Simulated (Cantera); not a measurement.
Cantera run, input and output.

```python
import numpy as np
import cantera as ct

gas = ct.Solution("gri30.yaml")
gas.TPX = 1373, 100000, {'N2O': 1, 'H2': 0.045, 'N2': 4.4}
reactor = ct.IdealGasConstPressureReactor(gas, energy="off", clone=False)
net = ct.ReactorNet([reactor])
net.rtol, net.atol = 1e-08, 1e-18
show = ['N2O', 'H2', 'H', 'O', 'H2O', 'O2']
times = np.geomspace(1e-05, 2, 12)

steps = ct.SolutionArray(gas, extra=["t"])
rows = []
print(f"{'t/s':>10s}{'T/K':>9s}{'P/Pa':>11s}" + "".join(f"{s:>11s}" for s in show))
for t in times:
    while net.time < t:
        t_next = net.step()
        steps.append(gas.state, t=t_next)
    rows.append([np.interp(t, steps.t, y) for y in (steps.T, steps.P, *steps(*show).X.T)])
    print(f"{t:10.3e}{rows[-1][0]:9.1f}{rows[-1][1]:11.4g}" + "".join(f"{x:11.3e}" for x in rows[-1][2:]))
rate = np.gradient(steps.T, steps.t)
print("integrator steps:", len(steps.t))
if steps.T.max() > steps.T[0] + 200:
    print(f"time of steepest temperature rise: {steps.t[rate.argmax()]:.4e} s")
gas.TPX = 1373, 100000, {'N2O': 1, 'H2': 0.045, 'N2': 4.4}
gas.equilibrate("TP")
print(f"equilibrium (TP): T = {gas.T:.1f} K  " + "  ".join(f"{s} {gas[s].X[0]:.3e}" for s in show))
```

Output:

```
       t/s      T/K       P/Pa        N2O         H2          H          O        H2O         O2
 1.000e-05   1373.0      1e+05  1.836e-01  8.259e-03  1.612e-06  5.149e-06  3.037e-06  1.352e-06
 3.033e-05   1373.0      1e+05  1.836e-01  8.198e-03  6.883e-06  6.785e-06  5.277e-05  6.987e-06
 9.201e-05   1373.0      1e+05  1.829e-01  7.674e-03  1.796e-05  7.221e-06  5.464e-04  2.764e-05
 2.791e-04   1373.0      1e+05  1.800e-01  5.093e-03  2.246e-05  1.045e-05  3.094e-03  1.188e-04
 8.465e-04   1373.0      1e+05  1.748e-01  1.069e-03  4.614e-06  1.482e-05  7.138e-03  5.290e-04
 2.568e-03   1373.0      1e+05  1.703e-01  5.029e-05  2.386e-07  1.616e-05  8.170e-03  1.852e-03
 7.789e-03   1373.0      1e+05  1.604e-01  4.428e-07  1.061e-07  1.571e-05  8.185e-03  5.646e-03
 2.363e-02   1373.0      1e+05  1.346e-01  3.521e-07  1.029e-07  1.470e-05  8.086e-03  1.568e-02
 7.166e-02   1373.0      1e+05  8.205e-02  3.029e-07  8.754e-08  1.214e-05  7.889e-03  3.632e-02
 2.174e-01   1373.0      1e+05  2.369e-02  1.786e-07  3.859e-08  6.268e-06  7.673e-03  6.003e-02
 6.594e-01   1373.0      1e+05  1.508e-03  2.828e-08  2.228e-09  8.106e-07  7.599e-03  6.970e-02
 2.000e+00   1373.0      1e+05  1.222e-06  8.561e-09  3.113e-10  1.653e-07  7.596e-03  7.041e-02
integrator steps: 1803
equilibrium (TP): T = 1373.0 K  N2O 2.866e-08  H2 7.988e-09  H 2.996e-10  O 1.759e-07  H2O 7.596e-03  O2 8.041e-02
```

Computed with Cantera and GRI-Mech 3.0 (53 species, 325 reactions). GRI-Mech 3.0 was tuned for natural gas; its chemistry of N2O as a main component is partial and can be far from experiment. The mechanism lacks the step 2 NO + O2 → 2 NO2, which can matter for NO2 below about 1400 K. The temperature is held fixed by assumption; the heat of reaction is taken as removed at once.
